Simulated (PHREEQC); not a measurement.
Solution (33 °C): 0.22 mol CdCl2, 0.00071 mol Na2SO4 and 0.00065 mol FeSO4 per kg of water. Closed to the air; pH follows from the charge balance.

Computed with PHREEQC (ion-association model, phreeqc.dat).

Precipitation was switched off in this run.

### Question
What pH, density does the model give?

### Answer
pH 5.21; density 1.029 g/cm³.

### Question
In which forms is Cl present?

### Answer
Cl- 41 %, CdCl+ 31 %, CdCl2 24 %, CdCl3- 4.6 % of the Cl.
